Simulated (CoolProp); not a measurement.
Properties of hexamethyldisiloxane (MM) at several states.

The numbers come from the reference Helmholtz-energy equation of state, Thol 2016 in CoolProp.

```csv
T (°C),p (MPa),phase,density (kg/m³),cv (kJ/(kg K))
275.15,0.0125,gas,0.4461,2.071
135.05,2.27,liquid,639.7,1.818
111.55,0.122,gas,6.652,1.690
288.75,5.35,supercritical,414.4,2.171
91.15,0.242,liquid,686.6,1.709
```
